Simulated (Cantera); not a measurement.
Adiabatic ignition

An adiabatic, constant-pressure homogeneous reactor starts with 1.76 % C₃H₈, 20.1 % O₂, 75.2 % N₂, 2.99 % CO₂, equivalence ratio 0.44, at 1750 K and 9.87 atm.

Cantera simulation using GRI-Mech 3.0 (53 species, 325 reactions); the numbers are that mechanism's predictions, not measurements. GRI-Mech 3.0 was tuned for natural gas; its chemistry of propane as a main component is partial and can be far from experiment.

```csv
t (s),T (K),x C₃H₈,x O₂,x CO₂,x C₂H₄,x HO₂
3.00e-6,2082,5.43e-7,0.143,0.0318,0.00131,0.000268
8.54e-6,2437,<1e-12,0.112,0.0648,<1e-12,2.07e-5
2.43e-5,2561,<1e-12,0.110,0.0756,<1e-12,1.50e-5
6.93e-5,2574,<1e-12,0.109,0.0769,<1e-12,1.51e-5
0.000197,2573,<1e-12,0.109,0.0769,<1e-12,1.50e-5
0.000562,2569,<1e-12,0.108,0.0770,<1e-12,1.48e-5
0.00160,2560,<1e-12,0.105,0.0771,<1e-12,1.42e-5
0.00456,2549,<1e-12,0.102,0.0773,<1e-12,1.36e-5
0.0130,2546,<1e-12,0.101,0.0773,<1e-12,1.34e-5
0.0370,2546,<1e-12,0.101,0.0773,<1e-12,1.34e-5
0.105,2546,<1e-12,0.101,0.0773,<1e-12,1.34e-5
0.300,2546,<1e-12,0.101,0.0773,<1e-12,1.34e-5
```
x: mole fraction; the columns are a selection and need not sum to one.

| Item | Result |
|---|---|
| time of steepest temperature rise | 2.96 µs |
| temperature at 0.300 s | 2546 K |
| equilibrium temperature | 2546 K |
| x(C₃H₈) at 0.300 s | <1e-12 (gas-phase equilibrium <1e-12) |
| x(O₂) at 0.300 s | 0.101 (gas-phase equilibrium 0.101) |
| x(CO₂) at 0.300 s | 0.0773 (gas-phase equilibrium 0.0773) |
